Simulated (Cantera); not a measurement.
What does this Cantera script print?

```python
import numpy as np
import cantera as ct

surf = ct.Interface("ptcombust.yaml", "Pt_surf")
gas = surf.adjacent["gas"]
gas.TPX = 300, 5700, {'CH4': 0.015, 'O2': 0.055, 'N2': 0.79}
jet = ct.ImpingingJet(gas=gas, width=0.1, surface=surf)
jet.inlet.mdot, jet.inlet.T, jet.inlet.X = 0.024, 300, {'CH4': 0.015, 'O2': 0.055, 'N2': 0.79}
jet.set_refine_criteria(ratio=10, slope=0.2, curve=0.3)
show, cover = ['CH4', 'O2', 'H2O', 'OH', 'CO', 'CO2'], ["PT(S)", "H(S)", "O(S)", "OH(S)", "CO(S)", "C(S)"]

rows = []
print(f"{'Ts/K':>7s}" + "".join(f"{s:>11s}" for s in show + cover) + "   (gas at the wall, coverages)")
for i, Ts in enumerate([850, 900, 950, 1000, 1050]):
    jet.surface.T = Ts
    if i == 0:
        surf.TP = Ts, 5700
        surf.coverages = "PT(S):0.5, O(S):0.5"
        surf.advance_coverages(1.0)
        jet.set_initial_guess(products="inlet")
    jet.solve(loglevel=0, auto=(i == 0))
    rows.append([*(jet.X[gas.species_index(s), -1] for s in show), *surf[cover].coverages])
    print(f"{Ts:7g}" + "".join(f"{x:11.3e}" for x in rows[-1]))
```

It prints:

```
   Ts/K        CH4         O2        H2O         OH         CO        CO2      PT(S)       H(S)       O(S)      OH(S)      CO(S)       C(S)   (gas at the wall, coverages)
    850  1.015e-02  4.852e-02  1.364e-02  8.327e-09  3.272e-06  8.883e-03  1.975e-01  3.217e-08  8.016e-01  9.242e-04  6.815e-06  1.739e-08
    900  7.000e-03  4.186e-02  1.948e-02  3.025e-08  3.254e-06  1.271e-02  2.754e-01  9.189e-08  7.236e-01  9.886e-04  4.763e-06  1.694e-08
    950  4.848e-03  3.732e-02  2.342e-02  8.954e-08  3.163e-06  1.532e-02  3.555e-01  2.090e-07  6.436e-01  9.481e-04  3.101e-06  1.484e-08
   1000  3.497e-03  3.448e-02  2.587e-02  2.315e-07  3.143e-06  1.695e-02  4.340e-01  4.102e-07  5.652e-01  8.584e-04  2.021e-06  1.263e-08
   1050  2.648e-03  3.271e-02  2.738e-02  5.388e-07  3.238e-06  1.796e-02  5.087e-01  7.275e-07  4.905e-01  7.536e-04  1.360e-06  1.082e-08
```

Detailed kinetics in Cantera: Deutschmann's 1995 Pt surface mechanism with GRI-Mech 3.0 gas chemistry. Catalytic surfaces can have several steady states; this one follows from the mechanism file's or the stated starting coverage.
